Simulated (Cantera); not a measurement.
Feed: 1 mol SiC, 0.18 mol N2, 0.35 mol C, held at 1648 K and 5.50 Pa.

Method: chemical equilibrium by Gibbs-energy minimisation in Cantera with the NASA 1993 tables (ideal gas, pure condensed phases). Candidate condensed phases: C, Si, SiC, Si3N4; 20 gas species. Equilibrium is a limit: real reactors are often held back by kinetics, nucleation or transport.

Base state: N2 1.000, Si 5.78e-5 (mole fractions); condensed: C(graphite) + SiC(s).

Question: What changes in the equilibrium state with this change: temperature from 1648 K to 2773.15 K?

Answer: 
```tsv
species	before	after
Si	5.78e-5	0.501
C3	<1e-9	0.152
SiC2	3.18e-7	0.135
N2	1.000	0.102
C	<1e-9	0.0639
C2	<1e-9	0.0205
CN	2.85e-7	0.0246
C5	<1e-9	0.000679
SiC	<1e-9	0.000571
C4	<1e-9	0.000183
N	<1e-9	0.000123
C(graphite), mol	0.350	0
SiC(s), mol	1.000	0
```
The tables' values for SiN are old estimates; treat these amounts as uncertain.
